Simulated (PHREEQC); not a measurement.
0.1 mol of Fluorite (CaF2) is brought to equilibrium with 1 kg of water holding 0.01 mol/kgw NaCl, at 25 °C, the pH being set by adding NaOH or HCl. Oxygen alone is held at its pressure in air (log pO2 = -0.68). No CO2 enters from the air. Only these solids could form: Fluorite.

The numbers come from PHREEQC with the ion-association model, phreeqc.dat.

```tsv
pH	dissolved Ca (mol/kgw)	dissolved F (mol/kgw)	HF (mol/kgw)
4	0.000249	0.000497	5.85e-5
4.75	0.000232	0.000464	1.08e-5
5.5	0.000229	0.000458	1.93e-6
5.88	0.000228	0.000457	8.03e-7
6.62	0.000228	0.000457	1.46e-7
7.38	0.000228	0.000456	2.54e-8
8.12	0.000228	0.000456	4.63e-9
8.5	0.000228	0.000456	1.93e-9
9.25	0.000228	0.000457	3.43e-10
10	0.000229	0.000457	6.10e-11
```
